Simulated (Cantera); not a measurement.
An adiabatic, constant-pressure homogeneous reactor starts with CO : H₂ : O₂ : N₂ = 1 : 1 : 0.667 : 4.33 (molar parts), equivalence ratio 1.5, at 1100 K and 750 Torr.

Detailed kinetics in Cantera: GRI-Mech 3.0 (53 species, 325 reactions).

Predict: time of steepest temperature rise; temperature at 0.400 s; equilibrium temperature; x(CO) at 0.400 s; x(H₂) at 0.400 s; x(O₂) at 0.400 s; x(N₂O) at 0.400 s; x(OH) at 0.400 s.


```json
{
  "time_of_steepest_temperature_rise": "0.144 ms",
  "temperature at 0.400 s": "2444 K",
  "equilibrium_temperature": "2444 K",
  "x(CO) at 0.400 s": "0.0831 (gas-phase equilibrium 0.0831)",
  "x(H₂) at 0.400 s": "0.0242 (gas-phase equilibrium 0.0242)",
  "x(O₂) at 0.400 s": "0.000597 (gas-phase equilibrium 0.000597)",
  "x(N₂O) at 0.400 s": "5.33e-8 (gas-phase equilibrium 5.33e-8)",
  "x(OH) at 0.400 s": "0.00319 (gas-phase equilibrium 0.00319)"
}
```
